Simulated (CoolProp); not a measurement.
Vapour-liquid equilibrium of benzene (1) + ethylbenzene (2) at 186.55 °C; x and y are mole fractions of (1).

Values from CoolProp's multi-fluid Helmholtz-energy mixture model, Thol 2012 and Zhou 2012; pair parameters Bell 2016.

| x | bubble pressure (MPa) | y at the bubble point | dew pressure at overall composition x (MPa) | liquid density (mol/L) |
|---|---|---|---|---|
| 0.05 | 0.3619 | 0.123 | 0.3426 | 6.751 |
| 0.125 | 0.4107 | 0.278 | 0.3624 | 6.884 |
| 0.2 | 0.4616 | 0.405 | 0.3846 | 7.022 |
| 0.275 | 0.5149 | 0.510 | 0.4097 | 7.163 |
| 0.35 | 0.5706 | 0.599 | 0.4382 | 7.307 |
| 0.425 | 0.6289 | 0.674 | 0.4711 | 7.455 |
| 0.5 | 0.6896 | 0.739 | 0.5094 | 7.607 |
| 0.575 | 0.7528 | 0.795 | 0.5545 | 7.762 |
| 0.65 | 0.8184 | 0.844 | 0.6088 | 7.920 |
| 0.725 | 0.8863 | 0.886 | 0.6753 | 8.081 |
| 0.8 | 0.9561 | 0.922 | 0.7590 | 8.244 |
| 0.875 | 1.028 | 0.955 | 0.8680 | 8.409 |
| 0.95 | 1.101 | 0.983 | 1.017 | 8.575 |

No azeotrope shows between x = 0.05 and 0.95.

Pair parameters are fitted to limited data, so mixtures are less certain than the pure fluids.
